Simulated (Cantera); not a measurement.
A perfectly stirred reactor is fed with 84.0 % NH₃, 16.0 % N₂, at 2200 Pa; it is held at 1950 K, and followed from long to short residence time.

Cantera simulation using the gas-phase N/H chemistry of the illustrative SiF4/NH3 mechanism in the Surface Chemkin manual (1991); the numbers are that mechanism's predictions, not measurements. Walls and surfaces, which speed up NH3 decomposition in real reactors, are not modelled.

x: mole fraction; the columns are a selection and need not sum to one.

```tsv
τ (s)	x NH₃	x NH	x H	x NH₂	x H₂	x N₂H₄
2.0	0.294	1.24e-5	0.000296	0.000557	0.445	4.80e-9
0.43	0.592	1.41e-5	0.000111	0.000921	0.201	1.31e-8
0.090	0.774	1.16e-5	2.91e-5	0.00117	0.0529	2.11e-8
0.019	0.827	?	?	0.00118	?	2.17e-8
0.0040	0.838	3.43e-6	8.94e-7	0.000733	0.00104	8.31e-9
0.00085	0.840	3.49e-7	3.14e-7	0.000189	0.000102	5.47e-10
0.00018	0.840	?	2.89e-7	?	?	2.40e-11
```

Complete the blanks.


- 0.019, x NH: 7.80e-6
- 0.019, x H: 6.08e-6
- 0.019, x H₂: 0.00997
- 0.00018, x NH: 1.36e-8
- 0.00018, x NH₂: 4.00e-5
- 0.00018, x H₂: 1.99e-5
